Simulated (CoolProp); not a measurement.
Vapour-liquid equilibrium of propylene (1) + R114 (2) at 27.35 °C; x and y are mole fractions of (1).

Computed with CoolProp (multi-fluid Helmholtz-energy mixture model, Lemmon 2013 and Platzer 1990; pair parameters Bell 2016). This equation is an older, rougher fit; its heat capacities, sound speeds and derivatives of the liquid may be far off and weren't checked against measurements.

```json
[
 {"x": "0.05", "bubble pressure (bar)": "2.940", "y at the bubble point": "0.237", "dew pressure at overall composition x (bar)": "2.421", "liquid density (mol/L)": "8.595"},
 {"x": "0.2", "bubble pressure (bar)": "4.790", "y at the bubble point": "0.578", "dew pressure at overall composition x (bar)": "2.822", "liquid density (mol/L)": "8.989"},
 {"x": "0.35", "bubble pressure (bar)": "6.466", "y at the bubble point": "0.726", "dew pressure at overall composition x (bar)": "3.377", "liquid density (mol/L)": "9.412"},
 {"x": "0.5", "bubble pressure (bar)": "7.930", "y at the bubble point": "0.810", "dew pressure at overall composition x (bar)": "4.193", "liquid density (mol/L)": "9.871"},
 {"x": "0.65", "bubble pressure (bar)": "9.237", "y at the bubble point": "0.871", "dew pressure at overall composition x (bar)": "5.490", "liquid density (mol/L)": "10.38"},
 {"x": "0.8", "bubble pressure (bar)": "10.49", "y at the bubble point": "0.923", "dew pressure at overall composition x (bar)": "7.727", "liquid density (mol/L)": "10.97"},
 {"x": "0.95", "bubble pressure (bar)": "11.78", "y at the bubble point": "0.979", "dew pressure at overall composition x (bar)": "11.11", "liquid density (mol/L)": "11.67"}
]
```

No azeotrope shows between x = 0.05 and 0.95.

Pair parameters are fitted to limited data, so mixtures are less certain than the pure fluids.
